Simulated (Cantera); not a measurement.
Input (Python, Cantera):

```python
import numpy as np
import cantera as ct

gas = ct.Solution("gri30.yaml")
gas.TPX = 1500, 150000, {'CH4': 1, 'O2': 1.67, 'N2': 5.67}
reactor = ct.IdealGasConstPressureReactor(gas, energy="on", clone=False)
net = ct.ReactorNet([reactor])
net.rtol, net.atol = 1e-08, 1e-16
show = ['CH4', 'O2', 'H2', 'OH', 'CH2', 'H2O2']
times = np.geomspace(1e-06, 0.7, 16)

steps = ct.SolutionArray(gas, extra=["t"])
rows = []
print(f"{'t/s':>10s}{'T/K':>9s}{'P/Pa':>11s}" + "".join(f"{s:>11s}" for s in show))
for t in times:
    while net.time < t:
        t_next = net.step()
        steps.append(gas.state, t=t_next)
    rows.append([np.interp(t, steps.t, y) for y in (steps.T, steps.P, *steps(*show).X.T)])
    print(f"{t:10.3e}{rows[-1][0]:9.1f}{rows[-1][1]:11.4g}" + "".join(f"{x:11.3e}" for x in rows[-1][2:]))
rate = np.gradient(steps.T, steps.t)
print("integrator steps:", len(steps.t))
if steps.T.max() > steps.T[0] + 200:
    print(f"time of steepest temperature rise: {steps.t[rate.argmax()]:.4e} s")
gas.TPX = 1500, 150000, {'CH4': 1, 'O2': 1.67, 'N2': 5.67}
gas.equilibrate("HP")
print(f"equilibrium (HP): T = {gas.T:.1f} K  " + "  ".join(f"{s} {gas[s].X[0]:.3e}" for s in show))
```

Result:

```
       t/s      T/K       P/Pa        CH4         O2         H2         OH        CH2       H2O2
 1.000e-06   1500.0    1.5e+05  1.199e-01  2.002e-01  2.970e-08  5.368e-09  9.977e-15  8.118e-10
 2.453e-06   1500.0    1.5e+05  1.199e-01  2.002e-01  8.439e-08  6.786e-09  3.736e-14  4.343e-09
 6.017e-06   1500.0    1.5e+05  1.199e-01  2.002e-01  2.260e-07  1.023e-08  1.629e-13  2.008e-08
 1.476e-05   1500.0    1.5e+05  1.199e-01  2.002e-01  6.243e-07  2.095e-08  9.773e-13  7.174e-08
 3.620e-05   1500.0    1.5e+05  1.199e-01  2.002e-01  2.010e-06  5.385e-08  8.164e-12  1.851e-07
 8.879e-05   1500.0    1.5e+05  1.198e-01  2.002e-01  9.529e-06  1.630e-07  9.369e-11  3.174e-07
 2.178e-04   1500.9    1.5e+05  1.194e-01  2.000e-01  7.293e-05  5.116e-07  9.000e-10  4.746e-07
 5.342e-04   1514.0    1.5e+05  1.159e-01  1.978e-01  8.571e-04  2.429e-06  8.120e-09  2.381e-06
 1.310e-03   2829.1    1.5e+05  3.557e-14  9.126e-03  3.579e-02  1.937e-02  1.927e-13  2.635e-07
 3.214e-03   2821.4    1.5e+05  3.891e-14  8.247e-03  3.649e-02  1.852e-02  1.939e-13  2.470e-07
 7.884e-03   2821.0    1.5e+05  3.907e-14  8.207e-03  3.653e-02  1.848e-02  1.940e-13  2.462e-07
 1.934e-02   2821.0    1.5e+05  3.907e-14  8.207e-03  3.653e-02  1.848e-02  1.940e-13  2.462e-07
 4.743e-02   2821.0    1.5e+05  3.907e-14  8.207e-03  3.653e-02  1.848e-02  1.940e-13  2.462e-07
 1.163e-01   2821.0    1.5e+05  3.907e-14  8.207e-03  3.653e-02  1.848e-02  1.940e-13  2.462e-07
 2.854e-01   2821.0    1.5e+05  3.907e-14  8.207e-03  3.653e-02  1.848e-02  1.940e-13  2.462e-07
 7.000e-01   2821.0    1.5e+05  3.907e-14  8.207e-03  3.653e-02  1.848e-02  1.940e-13  2.462e-07
integrator steps: 1905
time of steepest temperature rise: 8.6380e-04 s
equilibrium (HP): T = 2821.0 K  CH4 4.902e-14  O2 8.207e-03  H2 3.653e-02  OH 1.848e-02  CH2 2.050e-13  H2O2 2.462e-07
```

Computed with Cantera and GRI-Mech 3.0 (53 species, 325 reactions).
